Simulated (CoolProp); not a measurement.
Vapour-liquid equilibrium of CH2F2 (R32) (1) + R1234yf (2) at 1.05 MPa; x and y are mole fractions of (1).

Values from CoolProp's multi-fluid Helmholtz-energy mixture model, Tillner-Roth 1997 and Lemmon 2022; pair parameters Bell 2023.

**Question.** Give the bubble temperature and the first vapour's composition at x = 0.2, 0.35, 0.5. Is there an azeotrope?

**Answer.** x = 0.2: 301.5 K, y = 0.381; x = 0.35: 294.7 K, y = 0.560; x = 0.5: 289.9 K, y = 0.685. No azeotrope shows between x = 0.05 and 0.95.

The pair parameters rest on a limited set of measurements; away from them the model extrapolates.
